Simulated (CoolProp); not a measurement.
Vapour-liquid equilibrium of hydrogen sulfide (1) + toluene (2) at 326.6 K; x and y are mole fractions of (1).

The numbers come from the multi-fluid Helmholtz-energy mixture model, Lemmon 2006 and Lemmon 2006; pair parameters Bell 2016 in CoolProp.

Question: Give the bubble pressure and the first vapour's composition at x = 0.35, 0.5, 0.65. Is there an azeotrope?

Answer: x = 0.35: 1.054 MPa, y = 0.987; x = 0.5: 1.538 MPa, y = 0.992; x = 0.65: 2.114 MPa, y = 0.995. No azeotrope shows between x = 0.05 and 0.95.

The pair parameters rest on a limited set of measurements; away from them the model extrapolates.
